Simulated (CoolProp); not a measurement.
Dimethyl carbonate along the isotherm 600 K: fugacity coefficient from the reference equation and from simpler models built on Tc = 557.0 K, pc = 4.909 MPa, ω = 0.346; each cubic takes its own stable root.

Values from CoolProp's reference Helmholtz-energy equation of state, Zhou 2011.

```tsv
p (MPa)	phase	reference	van der Waals	Redlich-Kwong	Soave-Redlich-Kwong	Peng-Robinson
3.51	gas	0.8152	0.8250	0.8115	0.8216	0.8020
7.01	supercritical	0.6414	0.6396	0.6312	0.6554	0.6277
10.5	supercritical	0.5041	0.5073	0.4962	0.5262	0.4976
14	supercritical	0.4254	0.4413	0.4231	0.4522	0.4227
17.5	supercritical	0.3783	0.4053	0.3801	0.4082	0.3774
21	supercritical	0.3482	0.3853	0.3530	0.3804	0.3481
24.5	supercritical	0.3283	0.3750	0.3356	0.3626	0.3285
28.1	supercritical	0.3148	0.3713	0.3241	0.3510	0.3148
31.6	supercritical	0.3062	0.3725	0.3174	0.3444	0.3060
35.1	supercritical	0.3010	0.3776	0.3139	0.3412	0.3003
38.6	supercritical	0.2983	0.3857	0.3129	0.3406	0.2971
42.1	supercritical	0.2976	0.3967	0.3139	0.3421	0.2958
45.6	supercritical	0.2987	0.4102	0.3166	0.3455	0.2961
49.1	supercritical	0.3012	0.4261	0.3208	0.3504	0.2978
```
